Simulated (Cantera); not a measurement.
Input (Python, Cantera) and output of one run.

```python
import numpy as np
import cantera as ct

gas_names = """
    AL ALCL ALCL2 ALCL3 ALH ALO ALOCL ALOH ALO2 ALO2H AL2 AL2CL6 AL2O AL2O2 CL CLO CL2 H HALO HCL HOCL
    HO2 H2 H2O H2O2 O OH O2 O3
""".split()
cond_names = """
    AL(cr) AL(L) ALCL3(s) ALCL3(L) AL2O3(a) AL2O3(L) H2O(s) H2O(L)
""".split()


# ... load() reads the species with a 1 bar reference pressure and builds the phases ...
atoms = {
    'Al2O3': {'AL': 2, 'O': 3},
    'HCl': {'H': 1, 'CL': 1},
    'O2': {'O': 2},
}
top_T = {}  # K; cautious upper limits of use, not melting points


# ... equilibrate(T, P, feed) seeds the gas with the atoms and calls Mixture.equilibrate('TP', solver="vcs", rtol=1e-11, max_steps=5000) ...
results = []
feed = {'Al2O3': 1, 'HCl': 0.33, 'O2': 0.032}  # mol
P = 1333.22  # Pa
for T in [723, 798, 873, 948, 1023, 1098, 1173, 1248, 1323, 1398, 1473, 1548, 1623, 1698]:
    mix = equilibrate(T, P, feed)
    results.append((T, P, feed, dict(zip(mix.species_names, mix.species_moles))))
    x = sorted(zip(gas.X, gas.species_names), reverse=True)
    print(f"T = {T:g} K  P = {P:g} Pa  gas = {mix.phase_moles(0):.4g} mol")
    print("   x: " + "  ".join(f"{s} {v:.3e}" for v, s in x if v > 0.001))
    print("   condensed (mol): " + ("  ".join(f"{mix.phase(i).name} {mix.phase_moles(i):.4g}"
          for i in range(1, mix.n_phases) if mix.phase_moles(i) > 1e-12) or "none"))
```

Result:

```
T = 723 K  P = 1333.22 Pa  gas = 0.3341 mol
   x: HCL 6.539e-01  H2O 1.669e-01  CL2 1.669e-01  O2 1.233e-02
   condensed (mol): AL2O3(a) 1
T = 798 K  P = 1333.22 Pa  gas = 0.3389 mol
   x: HCL 7.008e-01  H2O 1.365e-01  CL2 1.365e-01  O2 2.617e-02
   condensed (mol): AL2O3(a) 1
T = 873 K  P = 1333.22 Pa  gas = 0.3433 mol
   x: HCL 7.430e-01  H2O 1.091e-01  CL2 1.091e-01  O2 3.865e-02
   condensed (mol): AL2O3(a) 1
T = 948 K  P = 1333.22 Pa  gas = 0.3469 mol
   x: HCL 7.762e-01  H2O 8.758e-02  CL2 8.736e-02  O2 4.846e-02
   condensed (mol): AL2O3(a) 1
T = 1023 K  P = 1333.22 Pa  gas = 0.3497 mol
   x: HCL 8.008e-01  H2O 7.136e-02  CL2 7.073e-02  O2 5.581e-02  CL 1.252e-03
   condensed (mol): AL2O3(a) 1
T = 1098 K  P = 1333.22 Pa  gas = 0.3521 mol
   x: HCL 8.185e-01  O2 6.120e-02  H2O 5.936e-02  CL2 5.782e-02  CL 3.078e-03
   condensed (mol): AL2O3(a) 1
T = 1173 K  P = 1333.22 Pa  gas = 0.3542 mol
   x: HCL 8.303e-01  O2 6.498e-02  H2O 5.070e-02  CL2 4.736e-02  CL 6.677e-03
   condensed (mol): AL2O3(a) 1
T = 1248 K  P = 1333.22 Pa  gas = 0.3563 mol
   x: HCL 8.364e-01  O2 6.737e-02  H2O 4.485e-02  CL2 3.835e-02  CL 1.298e-02
   condensed (mol): AL2O3(a) 1
T = 1323 K  P = 1333.22 Pa  gas = 0.3586 mol
   x: HCL 8.370e-01  O2 6.842e-02  H2O 4.157e-02  CL2 3.015e-02  CL 2.282e-02
   condensed (mol): AL2O3(a) 1
T = 1398 K  P = 1333.22 Pa  gas = 0.3612 mol
   x: HCL 8.319e-01  O2 6.814e-02  H2O 4.084e-02  CL 3.645e-02  CL2 2.261e-02
   condensed (mol): AL2O3(a) 1
T = 1473 K  P = 1333.22 Pa  gas = 0.3639 mol
   x: HCL 8.213e-01  O2 6.654e-02  CL 5.326e-02  H2O 4.266e-02  CL2 1.604e-02
   condensed (mol): AL2O3(a) 1
T = 1548 K  P = 1333.22 Pa  gas = 0.3666 mol
   x: HCL 8.061e-01  CL 7.211e-02  O2 6.373e-02  H2O 4.687e-02  CL2 1.086e-02
   condensed (mol): AL2O3(a) 1
T = 1623 K  P = 1333.22 Pa  gas = 0.3692 mol
   x: HCL 7.873e-01  CL 9.206e-02  O2 5.994e-02  H2O 5.307e-02  CL2 7.151e-03
   condensed (mol): AL2O3(a) 1
T = 1698 K  P = 1333.22 Pa  gas = 0.3717 mol
   x: HCL 7.659e-01  CL 1.125e-01  H2O 6.068e-02  O2 5.541e-02  CL2 4.673e-03
   condensed (mol): AL2O3(a) 1
```

Method: chemical equilibrium by Gibbs-energy minimisation in Cantera with the NASA 1993 tables (ideal gas, pure condensed phases). Condensed phases not in the tables: AlOCl.
